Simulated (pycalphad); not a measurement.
CALPHAD calculation (pycalphad, COST 507 light-alloy database (1999)), 1 atm. The database dates from 1999; later assessments differ in places, in temperatures and in the compounds included. Diffusion is slow at the low end, where real alloys seldom reach equilibrium.

Molar enthalpy of Si-0.24Cu (at.%) in equilibrium (SER reference):

| T (K) | H (kJ/mol) | phases |
|---|---|---|
| 1850 | 90.55 | liquid |
| 1770 | 88.38 | liquid |
| 1730 | 87.29 | liquid |
| 1690 | 86.20 | liquid |
| 1610 | 34.58 | diamond (Si) + liquid |
| 1530 | 31.87 | diamond (Si) + liquid |
| 1450 | 29.44 | diamond (Si) + liquid |
| 1370 | 27.11 | diamond (Si) + liquid |
| 1290 | 24.85 | diamond (Si) + liquid |
| 1210 | 22.63 | diamond (Si) + liquid |
| 1130 | 20.45 | diamond (Si) + liquid |
| 1050 | 18.28 | diamond (Si) + CU19SI6_ETA |
| 1010 | 17.22 | diamond (Si) + CU19SI6_ETA |
| 970 | 16.17 | diamond (Si) + CU19SI6_ETA |
| 890 | 14.09 | diamond (Si) + CU19SI6_ETA |
| 810 | 12.04 | diamond (Si) + CU19SI6_ETA |
| 730 | 10.02 | diamond (Si) + CU19SI6_ETA |
| 650 | 8.04 | diamond (Si) + CU19SI6_ETA |
| 570 | 6.10 | diamond (Si) + CU19SI6_ETA |

Cooling from 1690 K to 1050 K, across the freezing range, releases 67.9 kJ/mol, or 2410 J/g. The slope is 27 J/(mol K) in the liquid and 26 J/(mol K) just below the solidus, where it includes any heat of precipitation. Liquidus 1686 K, solidus 1074 K. Changes were sought between steps of 40 K, so a narrower field can be missed.

Database names, with the compositions (at.%) that they take in these runs: CU19SI6_ETA: Cu 76 Si 24.
